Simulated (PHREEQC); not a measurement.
A made-up water analysis in mmol/kgw, 25 °C, pH 2.18, pe 8: Na 193; K 11.2; Ca 42; Mg 34.3; Cl 62; S(6) 175; Cd 10.2; Pb 1.82; Zn 0.756.

Valence states are taken as typed.

Model: ion-association model, wateq4f.dat, run in PHREEQC.

Precipitation was switched off in this run.

Problem. Predict the ionic strength, charge-balance error.

Solution. ionic strength 0.405 mol/kgw; charge-balance error -0.3 %.

Problem. In which forms is K present?

Solution. K+ 89 %, KSO4- 11 % of the K.

Saturation is exceeded, for instance for Anglesite, Gypsum; the values hold only as long as no solid forms.
